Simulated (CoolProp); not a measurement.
Saturation properties of propylene.

Model: reference Helmholtz-energy equation of state, Lemmon 2013, in CoolProp.

| T (K) | p (bar) | liquid density (kg/m³) | liquid cp (kJ/(kg K)) |
|---|---|---|---|
| 246.5 | 2.402 | 583.3 | (withheld) |
| 258.8 | (withheld) | 566.7 | 2.347 |
| 271.2 | 5.508 | 549.0 | 2.427 |
| 283.5 | 7.862 | 530.4 | (withheld) |
| 295.9 | 10.91 | 510.1 | 2.644 |
| 308.3 | 14.75 | 488.0 | 2.803 |
| 320.6 | 19.44 | (withheld) | 3.028 |
| 333 | 25.21 | 434.1 | 3.398 |
| 345.3 | (withheld) | (withheld) | (withheld) |
| 357.7 | (withheld) | 342.2 | 7.659 |

Problem. Some entries are withheld; supply them.

Solution. 
- 246.5, liquid cp (kJ/(kg K)): 2.280
- 258.8, p (bar): 3.710
- 283.5, liquid cp (kJ/(kg K)): 2.523
- 320.6, liquid density (kg/m³): 463.2
- 345.3, p (bar): 32.10
- 345.3, liquid density (kg/m³): 397.8
- 345.3, liquid cp (kJ/(kg K)): 4.175
- 357.7, p (bar): 40.45

It boils at 225.5 K under 1 atm.
